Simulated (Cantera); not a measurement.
# BN + O2 + H2 (nitride etching)

A closed system holds: 1 mol BN, 5.5 mol O2, 0.49 mol H2, held at 100000 Pa.

These are equilibrium values from Cantera (NASA tables, ideal gas, pure condensed phases), not measurements of a reactor. Candidate condensed phases: B, BN, B2O3, B3O3H3, H2O; 39 gas species. Gases not in the tables: H3BO3. Kinetics and transport are ignored.

From 1548 K to 1848 K the condensed part is B2O3(l). The share of B in condensed phases is highest at 1548 K (93.9 %) and lowest at 1848 K (54.2 %).

```json
[
 {"T (K)": "1548", "x O2": "0.815", "x N2": "0.0900", "x H2O": "0.0832", "x HBO2": "0.0106", "x B2O3": "5.61e-5", "x NO": "0.00102", "x BO2": "2.34e-5", "x OH": "0.000150", "n B2O3(l)": "0.470"},
 {"T (K)": "1598", "x O2": "0.813", "x N2": "0.0896", "x H2O": "0.0805", "x HBO2": "0.0155", "x B2O3": "0.000141", "x NO": "0.00127", "x BO2": "5.17e-5", "x OH": "0.000219", "n B2O3(l)": "0.456"},
 {"T (K)": "1648", "x O2": "0.810", "x N2": "0.0892", "x H2O": "0.0769", "x HBO2": "0.0220", "x B2O3": "0.000336", "x NO": "0.00156", "x BO2": "0.000109", "x OH": "0.000311", "n B2O3(l)": "0.436"},
 {"T (K)": "1698", "x O2": "0.805", "x N2": "0.0886", "x H2O": "0.0723", "x HBO2": "0.0303", "x B2O3": "0.000758", "x NO": "0.00189", "x BO2": "0.000218", "x OH": "0.000427", "n B2O3(l)": "0.410"},
 {"T (K)": "1748", "x O2": "0.800", "x N2": "0.0878", "x H2O": "0.0666", "x HBO2": "0.0404", "x B2O3": "0.00163", "x NO": "0.00226", "x BO2": "0.000420", "x OH": "0.000569", "n B2O3(l)": "0.376"},
 {"T (K)": "1798", "x O2": "0.793", "x N2": "0.0869", "x H2O": "0.0599", "x HBO2": "0.0522", "x B2O3": "0.00333", "x NO": "0.00266", "x BO2": "0.000778", "x OH": "0.000735", "n B2O3(l)": "0.331"},
 {"T (K)": "1848", "x O2": "0.784", "x N2": "0.0857", "x H2O": "0.0524", "x HBO2": "0.0653", "x B2O3": "0.00656", "x NO": "0.00311", "x BO2": "0.00139", "x OH": "0.000921", "n B2O3(l)": "0.271"}
]
```
x: gas mole fraction; n: condensed amount in mol.
